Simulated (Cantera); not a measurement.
A freely propagating, adiabatic, planar premixed flame of 6.99 % CH4, 0.769 % CO, 18.9 % O2, 71.3 % N2, 2.03 % CO2, unburnt at 675 K and 70000 Pa; multicomponent+Soret transport, grid criteria slope 0.08 and curve 0.16, no radiation.

Cantera simulation using GRI-Mech 3.0 (53 species, 325 reactions); the numbers are that mechanism's predictions, not measurements. Burning velocities carry a grid error of a few per cent, more on coarse grids.

Q: Predict: laminar burning velocity; thermal thickness; peak x(O); peak x(H2O2).

A: laminar burning velocity: 133 cm/s
thermal thickness: 0.512 mm
peak x(O): 0.00617
peak x(H2O2): 1.05e-5
